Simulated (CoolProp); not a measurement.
Model: reference Helmholtz-energy equation of state, Lemmon 2005, in CoolProp. It is a short technical equation, of lower accuracy than the large ones.

**Question.** For 1-butene, give the phase and the cp (kJ/(kg K)), cv (kJ/(kg K)) at 400.4 K and 4.7 bar.

**Answer.** 
- 400.4 K and 4.7 bar: gas; cp 1.98, cv 1.79
